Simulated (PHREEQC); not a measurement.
**Spent oxide etchant: an equilibrium model**

Consider water at 25 °C with 0.018 mol NH4HF2, 0.02 mol H2SiF6 and 0.0001 mol HBF4 per kg of water. Closed to the air; pH follows from the charge balance.

Computed with PHREEQC (ion-association model, phreeqc.dat).

No solid was allowed to form.

Q: Predict the pH, density.

A: pH 1.70; density 0.999 g/cm³.

Q: In which forms is F present?

A: SiF6-2 77 %, HF 22 %, F- 0.9 % of the F.

SiF6-2 is the database's only silicon fluoride. Real BF4- forms and hydrolyses slowly; the run takes it at equilibrium.
